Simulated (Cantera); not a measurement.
An adiabatic, constant-volume homogeneous reactor starts with 8.05 % CH₄, 8.86 % CO, 9.34 % O₂, 73.8 % N₂, at 1200 K and 1.00 bar.

Detailed kinetics in Cantera: GRI-Mech 3.0 (53 species, 325 reactions).

Predict: time of steepest temperature rise; temperature at 9.00 s; equilibrium temperature; x(CO) at 9.00 s; x(O₂) at 9.00 s; x(NO) at 9.00 s.


```
Quantity                                                            Result
---------------------------------  ---------------------------------------
time of steepest temperature rise                                  0.223 s
temperature at 9.00 s                                               2176 K
equilibrium temperature                                             2176 K
x(CO) at 9.00 s                        0.133 (gas-phase equilibrium 0.133)
x(O₂) at 9.00 s                    4.81e-7 (gas-phase equilibrium 4.81e-7)
x(NO) at 9.00 s                    1.70e-5 (gas-phase equilibrium 1.70e-5)
```
